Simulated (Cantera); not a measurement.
# Si + F2 + H2 (silicon etching in halogen gases)

A closed system holds: 1 mol Si, 7.5 mol F2, a varied amount of H2, equilibrated at 500 °C and 0.0210 bar.

Equilibrium computed with Cantera from the NASA thermochemical tables; the gas is ideal and each condensed phase is pure. Candidate condensed phases: Si; 25 gas species. Equilibrium is a limit: real reactors are often held back by kinetics, nucleation or transport.

From 0.85 mol H2 to 16 mol H2 nothing is condensed. The main Si-bearing gas is SiF4 throughout.

```
n(H2) (mol)  log p HF  log p F2  log p H2  log p SiF4  log p F  log p H2F2
-----------  --------  --------  --------  ----------  -------  ----------
0.85            -2.32     -1.89      <-13       -2.55    -3.21       -8.59
2.3             -1.96     -2.14      <-13       -2.63    -3.33       -7.88
3.7             -1.82     -2.45      <-13       -2.69    -3.49       -7.59
5.1             -1.74     -3.19      <-13       -2.74    -3.86       -7.42
6.5             -1.75      <-13     -2.79       -2.79     <-13       -7.45
7.9             -1.79      <-13     -2.46       -2.84     <-13       -7.54
9.3             -1.84      <-13     -2.30       -2.88     <-13       -7.62
11              -1.88      <-13     -2.18       -2.92     <-13       -7.71
12              -1.90      <-13     -2.13       -2.94     <-13       -7.76
14              -1.95      <-13     -2.06       -2.99     <-13       -7.85
15              -1.97      <-13     -2.03       -3.01     <-13       -7.89
16              -1.99      <-13     -2.01       -3.03     <-13       -7.93
```
log p: log10 of the partial pressure in bar; nothing condenses.
